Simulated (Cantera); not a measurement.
A freely propagating, adiabatic, planar premixed flame of CH4 : C2H6 : O2 : N2 : H2O : CO2 = 1 : 0.081 : 2.48 : 9.33 : 3.8 : 0.078 (molar parts), unburnt at 598 K and 7.90 bar; mixture-averaged transport, grid criteria slope 0.08 and curve 0.16, no radiation.

Computed with Cantera and GRI-Mech 3.0 (53 species, 325 reactions). Burning velocities carry a grid error of a few per cent, more on coarse grids.

Task: Predict: laminar burning velocity; thermal thickness; peak x(CH2); peak x(H2).

Result: 
| Item | Value |
|---|---|
| laminar burning velocity | 17.2 cm/s |
| thermal thickness | 0.220 mm |
| peak x(CH2) | 5.05e-6 |
| peak x(H2) | 0.00615 |
